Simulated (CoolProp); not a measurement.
Saturation properties of water (Tc = 647.1 K, pc = 220.6 bar, ω = 0.344).

The numbers come from the reference Helmholtz-energy equation of state, Wagner 2002 in CoolProp.

```tsv
T (K)	p (bar)	liquid cp (kJ/(kg K))	vapour Z
431	5.852	4.329	0.9506
447.4	8.769	4.383	0.9354
463.8	12.73	4.450	0.9174
480.2	17.98	4.534	0.8964
496.5	24.72	4.638	0.8722
512.9	33.32	4.770	0.8442
529.3	44.06	4.939	0.8123
545.7	57.26	5.162	0.7760
562	73.18	5.467	0.7348
578.4	92.41	5.914	0.6872
594.8	115.3	6.628	0.6317
611.1	142.3	7.952	0.5656
627.5	174.3	11.60	0.4808
```

It boils at 373.1 K under 1 atm.
